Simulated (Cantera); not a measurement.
# Iron carbonyl, mercury and lead vapours: PbO + H₂ + N₂

A closed system holds: 1 mol PbO, 1.2 mol H₂, 0.9 mol N₂, equilibrated at 900 °C and 1.33 mbar.

Equilibrium computed with Cantera from the NASA thermochemical tables; the gas is ideal and each condensed phase is pure. Candidate condensed phases: H₂O, Pb, PbO, PbO₂, Pb₃O₄; 27 gas species. Equilibrium is a limit: real reactors are often held back by kinetics, nucleation or transport.

The x(H₂O) is 0.325, the x(Pb) comes out as 0.317 and the x(N₂) is 0.293. The x(H₂) is 0.0651. The x(PbO) comes out as 3.86e-5 and the x(Pb₂) comes out as 8.93e-6. The n(Pb(l)) comes out as 0.0246 mol and the gas amount is 3.075 mol. The log10 activity of PbO₂(s) (absent) is -12.87.
